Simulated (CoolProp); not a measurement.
Model: reference Helmholtz-energy equation of state, Lemmon 2016, in CoolProp.

Problem. For R227EA, give the phase and the conductivity (mW/(m K)), Prandtl number at 395.6 K and 0.00822 MPa; 395.6 K and 0.0146 MPa.

Solution. 
- 395.6 K and 0.00822 MPa: gas; conductivity 20.7, Prandtl number 0.696
- 395.6 K and 0.0146 MPa: gas; conductivity 20.7, Prandtl number 0.697

Viscosity comes from a separate model (Huber 2003), an estimate that may be off by 10 % or more. Thermal conductivity comes from a separate model (Huber 2003), an estimate that may be off by 10 % or more.
